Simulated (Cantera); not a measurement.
A perfectly stirred reactor is fed with H2 : O2 = 0.044 : 1 (molar parts), equivalence ratio 0.022, at 10.00 Torr; it is held at 1350 K, and followed from long to short residence time.

Cantera simulation using the H2/O2 subset of GRI-Mech 3.0, which has no nitrogen chemistry; the numbers are that mechanism's predictions, not measurements. Radical loss at walls, strong at low pressure, is not modelled. The temperature is held fixed by assumption; the heat of reaction is taken as removed at once.

Task: What does this change do: temperature 1350 to 1048 K?

Result: 
```tsv
quantity	before	after
x(H2) at τ = 15.0 s	2.56e-5	5.88e-5
x(O2) at τ = 15.0 s	0.956	0.957
x(H2O2) at τ = 15.0 s	1.49e-8	5.28e-8
x(O) at τ = 15.0 s	0.000861	0.000303
x(OH) at τ = 15.0 s	0.000798	0.000189
x(H2) at τ = 0.360 s	0.000245	0.000508
x(O2) at τ = 0.360 s	0.947	0.953
x(H2O2) at τ = 0.360 s	4.08e-8	9.86e-8
x(O) at τ = 0.360 s	0.00875	0.00308
x(OH) at τ = 0.360 s	0.00253	0.000705
```
